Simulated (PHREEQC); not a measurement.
# Cooling-tower water

A made-up water analysis in mmol/kgw, 30 °C, pH 7.7, pe 8.7: Na 3.04; K 1.23; Ca 6.02; Mg 0.538; Cl 2.11; S(6) 5.93; Alkalinity (meq/kgw) 3.22; Pb 0.283.

Valence states are taken as typed.

Equilibrium calculation in PHREEQC: ion-association model, phreeqc.dat.

```json
{
  "ionic_strength": "0.0237 mol/kgw",
  "specific_conductance": "1720 µS/cm",
  "charge_balance_error": "2.7 %"
}
```

```
species  molality  activity   log γ
-------  --------  --------  ------
Ca+2      0.00469   0.00264  -0.249
SO4-2     0.00450   0.00251  -0.254
Na+       0.00300   0.00259  -0.064
HCO3-     0.00249   0.00216  -0.062
Cl-       0.00211   0.00181  -0.066
CaSO4     0.00122   0.00122   0.002
K+        0.00121   0.00103  -0.067
```

This is a speciation only: nothing precipitates in the calculation. Examples of supersaturated solids here: Cerussite, Pb(OH)2. Others may be too. Complexes and solids missing from the database can't appear.
